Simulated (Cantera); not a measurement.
Ignition delay

Mixture: CH4 : C2H6 : C3H8 : O2 : N2 = 0.7 : 0.069 : 0.084 : 1.21 : 4.55 (molar parts), equivalence ratio 1.7, at 530000 Pa, adiabatic and at constant pressure. Ignition delay is the time to a rise of 400 K.

Detailed kinetics in Cantera: GRI-Mech 3.0 (53 species, 325 reactions).

```csv
T0 (K),delay (ms)
1150,3.50
1250,0.969
1350,0.282
1450,0.0939
1550,0.0372
1650,0.0174
```

The apparent activation energy between 1450 and 1650 K comes out as 170 kJ/mol.
